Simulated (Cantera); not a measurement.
# Equilibrium for silicon epitaxy and polysilicon growth: SiHCl₃ + Cl₂ + H₂

Input: 1 mol SiHCl₃, 0.015 mol Cl₂, a varied amount of H₂, at 1548.15 K and 2.10 mbar.

Cantera equilibrium calculation (NASA polynomials, part measured and part estimated; ideal gas, pure solids and liquids). Candidate condensed phases: Si; 19 gas species. The tables' values for SiCl₃, SiCl are old estimates; treat these amounts as uncertain. Rates play no part.

```json
[
 {"n(H₂) (mol)": "49", "log p H₂": "-2.70", "log p HCl": "-4.02", "log p SiCl₂": "-4.83", "log p H": "-5.86", "log p SiCl₃": "-7.23", "log p Cl": "-7.28", "n Si(s)": "0.633"},
 {"n(H₂) (mol)": "72", "log p H₂": "-2.69", "log p HCl": "-4.16", "log p SiCl₂": "-5.10", "log p H": "-5.86", "log p SiCl₃": "-7.64", "log p Cl": "-7.42", "n Si(s)": "0.714"},
 {"n(H₂) (mol)": "96", "log p H₂": "-2.69", "log p HCl": "-4.26", "log p SiCl₂": "-5.31", "log p H": "-5.86", "log p SiCl₃": "-7.96", "log p Cl": "-7.52", "n Si(s)": "0.766"},
 {"n(H₂) (mol)": "120", "log p H₂": "-2.69", "log p HCl": "-4.34", "log p SiCl₂": "-5.48", "log p H": "-5.85", "log p SiCl₃": "-8.21", "log p Cl": "-7.61", "n Si(s)": "0.802"},
 {"n(H₂) (mol)": "140", "log p H₂": "-2.69", "log p HCl": "-4.40", "log p SiCl₂": "-5.59", "log p H": "-5.85", "log p SiCl₃": "-8.39", "log p Cl": "-7.67", "n Si(s)": "0.824"},
 {"n(H₂) (mol)": "170", "log p H₂": "-2.69", "log p HCl": "-4.48", "log p SiCl₂": "-5.75", "log p H": "-5.85", "log p SiCl₃": "-8.61", "log p Cl": "-7.74", "n Si(s)": "0.848"},
 {"n(H₂) (mol)": "190", "log p H₂": "-2.68", "log p HCl": "-4.52", "log p SiCl₂": "-5.83", "log p H": "-5.85", "log p SiCl₃": "-8.75", "log p Cl": "-7.79", "n Si(s)": "0.861"},
 {"n(H₂) (mol)": "210", "log p H₂": "-2.68", "log p HCl": "-4.56", "log p SiCl₂": "-5.91", "log p H": "-5.85", "log p SiCl₃": "-8.87", "log p Cl": "-7.83", "n Si(s)": "0.872"},
 {"n(H₂) (mol)": "240", "log p H₂": "-2.68", "log p HCl": "-4.61", "log p SiCl₂": "-6.02", "log p H": "-5.85", "log p SiCl₃": "-9.03", "log p Cl": "-7.88", "n Si(s)": "0.884"},
 {"n(H₂) (mol)": "260", "log p H₂": "-2.68", "log p HCl": "-4.65", "log p SiCl₂": "-6.09", "log p H": "-5.85", "log p SiCl₃": "-9.12", "log p Cl": "-7.91", "n Si(s)": "0.891"},
 {"n(H₂) (mol)": "280", "log p H₂": "-2.68", "log p HCl": "-4.68", "log p SiCl₂": "-6.15", "log p H": "-5.85", "log p SiCl₃": "-9.21", "log p Cl": "-7.94", "n Si(s)": "0.897"},
 {"n(H₂) (mol)": "310", "log p H₂": "-2.68", "log p HCl": "-4.72", "log p SiCl₂": "-6.23", "log p H": "-5.85", "log p SiCl₃": "-9.34", "log p Cl": "-7.98", "n Si(s)": "0.905"},
 {"n(H₂) (mol)": "330", "log p H₂": "-2.68", "log p HCl": "-4.74", "log p SiCl₂": "-6.28", "log p H": "-5.85", "log p SiCl₃": "-9.42", "log p Cl": "-8.01", "n Si(s)": "0.910"}
]
```
log p: log10 of the partial pressure in bar; n: condensed amount in mol.

From 49 mol H₂ to 330 mol H₂ the condensed part is Si(s). The main Si-bearing gas is SiCl₂ throughout. The share of Si in condensed phases is highest at 330 mol H₂ (91.0 %) and lowest at 49 mol H₂ (63.3 %).
